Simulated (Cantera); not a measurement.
Cantera run, input and output.

```python
import numpy as np
import cantera as ct

gas = ct.Solution("gri30.yaml")
gas.TPX = 725, 160000, {'CO': 1, 'H2': 0.65, 'O2': 0.75, 'N2': 2.82}
inlet = ct.Reservoir(gas, clone=True)
gas.equilibrate("HP")  # start burning
reactor = ct.IdealGasConstPressureReactor(gas, energy="on", clone=False)
exhaust = ct.Reservoir(gas, clone=True)
tau = [0.26, 0.099, 0.038, 0.015, 0.0056, 0.0022, 0.00083, 0.00032, 0.00012, 4.7e-05, 1.8e-05, 7e-06][0]
for a, b in ((inlet, reactor), (reactor, exhaust)):
    ct.MassFlowController(a, b, mdot=lambda t: reactor.mass / tau)
net = ct.ReactorNet([reactor])
show = ['CO', 'H2', 'O2', 'NO2', 'NO', 'H2O', 'CO2']

rows = []
print(f"{'tau/s':>10s}{'T/K':>9s}" + "".join(f"{s:>11s}" for s in show))
for tau in [0.26, 0.099, 0.038, 0.015, 0.0056, 0.0022, 0.00083, 0.00032, 0.00012, 4.7e-05, 1.8e-05, 7e-06]:
    net.initial_time = 0.0
    net.advance(30 * tau)
    before = gas.X
    net.advance(40 * tau)
    drift = np.max(np.abs(gas.X - before) / (gas.X + 1e-9))
    rows.append([gas.T, *gas[show].X, drift])
    print(f"{tau:10.3e}{gas.T:9.1f}" + "".join(f"{x:11.3e}" for x in gas[show].X))
```

It prints:

```
     tau/s      T/K         CO         H2         O2        NO2         NO        H2O        CO2
 2.600e-01   2576.4  6.123e-02  7.808e-03  1.270e-02  1.427e-06  5.606e-03  1.284e-01  1.573e-01
 9.900e-02   2574.8  6.139e-02  7.837e-03  1.285e-02  1.395e-06  5.470e-03  1.283e-01  1.571e-01
 3.800e-02   2570.5  6.182e-02  7.913e-03  1.322e-02  1.316e-06  5.143e-03  1.281e-01  1.566e-01
 1.500e-02   2559.9  6.285e-02  8.098e-03  1.407e-02  1.148e-06  4.460e-03  1.275e-01  1.553e-01
 5.600e-03   2531.7  6.548e-02  8.593e-03  1.603e-02  8.203e-07  3.187e-03  1.260e-01  1.522e-01
 2.200e-03   2470.7  7.072e-02  9.663e-03  1.951e-02  4.297e-07  1.736e-03  1.230e-01  1.458e-01
 8.300e-04   2356.6  7.918e-02  1.165e-02  2.474e-02  1.469e-07  6.580e-04  1.175e-01  1.354e-01
 3.200e-04   2204.6  8.816e-02  1.418e-02  3.041e-02  4.752e-08  2.322e-04  1.103e-01  1.238e-01
 1.200e-04   2020.4  9.650e-02  1.677e-02  3.635e-02  2.248e-08  1.112e-04  1.017e-01  1.123e-01
 4.700e-05   1821.3  1.059e-01  1.871e-02  4.340e-02  1.417e-08  6.515e-05  9.374e-02  9.975e-02
 1.800e-05   1576.0  1.303e-01  2.160e-02  5.933e-02  6.573e-09  2.408e-05  8.823e-02  7.172e-02
 7.000e-06    725.0  1.916e-01  1.245e-01  1.437e-01 -9.159e-21 -7.095e-20  7.816e-15  5.677e-14
```

Cantera simulation using GRI-Mech 3.0 (53 species, 325 reactions); the numbers are that mechanism's predictions, not measurements.
